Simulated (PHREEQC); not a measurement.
A PHREEQC input (ion-association model, phreeqc.dat):

```
SOLUTION 1
  temp 25
  units mg/L
  pH 12.5
  pe 9.2
  Na 1600
  K 2.46
  Ca 138
  Mg 128
  Cl 2410
  S(6) 886 as SO4
  Alkalinity 1.12 as HCO3
  Li 1.43
END
USE solution 1
EQUILIBRIUM_PHASES 1
  CO2(g) -3.4 10
END
```

It stops with these messages:

```
WARNING: Maximum iterations exceeded, 100
WARNING: Maximum iterations exceeded, 100
WARNING: The program has failed to converge to a numerical solution.
ERROR:           Alkalinity has not converged. Total: 1.846022e-05	Calculated: 4.768160e-02	Residual: -4.766314e-02
ERROR: Is non-carbonate alkalinity greater than total alkalinity?
ERROR:                   Ca has not converged. Total: 3.462869e-03	Calculated: 2.554837e-03	Residual: 9.080318e-04
ERROR:                   Cl has not converged. Total: 6.836735e-02	Calculated: 9.155168e-02	Residual: -2.318433e-02
ERROR:                    K has not converged. Total: 6.327335e-05	Calculated: 8.607538e-05	Residual: -2.280203e-05
ERROR:                   Li has not converged. Total: 2.072640e-04	Calculated: 2.677368e-04	Residual: -6.047284e-05
ERROR:                   Mg has not converged. Total: 5.295098e-03	Calculated: 4.810550e-03	Residual: 4.845479e-04
ERROR:                   Na has not converged. Total: 6.999539e-02	Calculated: 9.173634e-02	Residual: -2.174095e-02
ERROR:                 S(6) has not converged. Total: 9.275936e-03	Calculated: 6.341985e-03	Residual: 2.933951e-03
ERROR:                   Mu Ionic strength has not converged. 	Residual: 5.513233e-04
ERROR:               A(H2O) Activity of water has not converged. 	Residual: 9.043198e-02
ERROR: Model failed to converge for initial solution  1.
```

### Question
What went wrong, and how is it mended?

### Answer
The fault: pH typed as 12.5 with the alkalinity kept. The line should read `pH 8.43` where the input has `pH 12.5`. With the mend the run ends at pH 6.37 and ionic strength 0.0974 mol/kgw.
